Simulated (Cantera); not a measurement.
# Ignition delay

Mixture: 26.2 % H₂, 13.4 % O₂, 50.3 % N₂, 10.2 % H₂O, equivalence ratio 0.98, at 7.20 bar, adiabatic and at constant volume. Ignition delay is the time to a rise of 400 K.

Model: GRI-Mech 3.0 (53 species, 325 reactions), integrated in Cantera. The hydrogen kinetics of GRI-Mech 3.0 are dated; newer H2 mechanisms differ, most at raised pressure.

```csv
T0 (K),delay (ms)
1200,0.189
1275,0.0312
1350,0.00704
1425,0.00366
1500,0.00243
1575,0.00180
1650,0.00142
```

* **apparent activation energy between 1500 and 1650 K**: 73 kJ/mol
